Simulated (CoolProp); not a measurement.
Vapour-liquid equilibrium of propane (1) + R152A (2) at 317.6 K; x and y are mole fractions of (1).

The numbers come from the multi-fluid Helmholtz-energy mixture model, Lemmon 2009 and Outcalt 1996; pair parameters Bell 2016 in CoolProp.

Task: Give the bubble pressure and the first vapour's composition at x = 0.275, 0.65, 0.875. Is there an azeotrope?

Result: x = 0.275: 1.506 MPa, y = 0.425; x = 0.65: 1.709 MPa, y = 0.664; x = 0.875: 1.654 MPa, y = 0.835. y crosses x between x = 0.65 and 0.725: the model has an azeotrope there.

Pair parameters are fitted to limited data, so mixtures are less certain than the pure fluids.
